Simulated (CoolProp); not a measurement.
50 sccm (0 °C, 1 atm) of nitrogen bubbles through liquid cyclohexane at 295.7 K and leaves saturated at a total pressure of 0.12 MPa (ideal gas phase). Each further row changes one setting.

Computed with CoolProp (reference Helmholtz-energy equation of state, Zhou 2014).

```
case                      vapour pressure (kPa)  mole fraction of vapour  delivery (mg/min)  delivery (sccm)  change of delivery for a bath 1 K warmer (%)
------------------------  ---------------------  -----------------------  -----------------  ---------------  --------------------------------------------
as stated                                  11.6                   0.0970               20.2             5.37                                           5.2
bath temperature 300.7 K                   14.6                    0.122               26.0             6.92                                           5.2
total pressure 0.24 MPa                    11.6                   0.0485               9.57             2.55                                           4.9
```
